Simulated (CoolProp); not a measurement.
Saturation properties of sulfur dioxide.

The numbers come from the reference Helmholtz-energy equation of state, Gao 2016 in CoolProp.

| T (°C) | p (kPa) | vapour Z | surface tension (mN/m) |
|---|---|---|---|
| 25.65 | ___ | 0.9299 | 21.5 |
| 34.65 | 535.4 | 0.9151 | 19.8 |
| 43.55 | 700.0 | 0.8985 | 18.1 |
| 52.55 | 903.0 | 0.8799 | 16.4 |
| 61.55 | 1147 | ___ | 14.6 |
| 70.45 | 1435 | 0.8363 | 13.0 |
| 79.45 | ___ | 0.8109 | ___ |
| 88.35 | 2171 | 0.7832 | 9.64 |
| 97.35 | 2632 | ___ | 7.99 |
| 106.35 | ___ | ___ | ___ |
| 115.25 | 3760 | 0.6793 | 4.78 |

Q: Fill in the missing entries.

A: 
- 25.65, p (kPa): 400.7
- 61.55, vapour Z: 0.8591
- 79.45, p (kPa): 1777
- 79.45, surface tension (mN/m): 11.3
- 97.35, vapour Z: 0.7521
- 106.35, p (kPa): 3162
- 106.35, vapour Z: 0.7176
- 106.35, surface tension (mN/m): 6.36

It boils at -10.0 °C under 1 atm.

Surface tension comes from a separate correlation (Mulero 2012).
